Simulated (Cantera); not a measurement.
An isothermal, constant-pressure homogeneous reactor starts with CH4 : N2 = 1 : 15 (molar parts), at 1950 K and 0.330 Torr. Integrator tolerance rtol = 1e-08.

Cantera simulation using GRI-Mech 3.0 (53 species, 325 reactions); the numbers are that mechanism's predictions, not measurements. GRI-Mech 3.0 stops at C3 and has no aromatics, soot or wall deposition, so with more carbon than oxygen in the feed, carbon stays in small species such as C2H2 where larger ones or solid carbon would form. Radical loss at walls, strong at low pressure, is not modelled.

What does this change do: temperature 1950 to 1000 K?


| quantity | before | after |
|---|---|---|
| x(CH4) at 60.0 s | 3.21e-7 (gas-phase equilibrium 1.55e-8) | 0.0625 (gas-phase equilibrium 0.00344) |
| x(C2H2) at 60.0 s | 0.0293 (gas-phase equilibrium 0.00572) | <1e-12 (gas-phase equilibrium 0.0136) |
| x(C2H6) at 60.0 s | <1e-12 (gas-phase equilibrium <1e-12) | <1e-12 (gas-phase equilibrium 2.50e-8) |
| x(C2H) at 60.0 s | 1.88e-5 (gas-phase equilibrium 1.75e-5) | <1e-12 (gas-phase equilibrium <1e-12) |
| x(CH2) at 60.0 s | 1.34e-8 (gas-phase equilibrium 1.47e-8) | <1e-12 (gas-phase equilibrium <1e-12) |
| x(H) at 60.0 s | 0.00354 (gas-phase equilibrium 0.0156) | <1e-12 (gas-phase equilibrium 3.14e-8) |
| x(HCN) at 60.0 s | 0.000175 (gas-phase equilibrium 0.0467) | <1e-12 (gas-phase equilibrium 0.0278) |

What does this change do: N2 15 to 46 parts?


```json
[
 {"quantity": "x(CH4) at 60.0 s", "before": "3.21e-7 (gas-phase equilibrium 1.55e-8)", "after": "4.83e-7 (gas-phase equilibrium 1.15e-9)"},
 {"quantity": "x(C2H2) at 60.0 s", "before": "0.0293 (gas-phase equilibrium 0.00572)", "after": "0.0103 (gas-phase equilibrium 0.000846)"},
 {"quantity": "x(C2H6) at 60.0 s", "before": "<1e-12 (gas-phase equilibrium <1e-12)", "after": "<1e-12 (gas-phase equilibrium <1e-12)"},
 {"quantity": "x(C2H) at 60.0 s", "before": "1.88e-5 (gas-phase equilibrium 1.75e-5)", "after": "5.45e-6 (gas-phase equilibrium 4.47e-6)"},
 {"quantity": "x(CH2) at 60.0 s", "before": "1.34e-8 (gas-phase equilibrium 1.47e-8)", "after": "1.36e-8 (gas-phase equilibrium 3.26e-9)"},
 {"quantity": "x(H) at 60.0 s", "before": "0.00354 (gas-phase equilibrium 0.0156)", "after": "0.00103 (gas-phase equilibrium 0.00899)"},
 {"quantity": "x(HCN) at 60.0 s", "before": "0.000175 (gas-phase equilibrium 0.0467)", "after": "0.000162 (gas-phase equilibrium 0.0189)"}
]
```
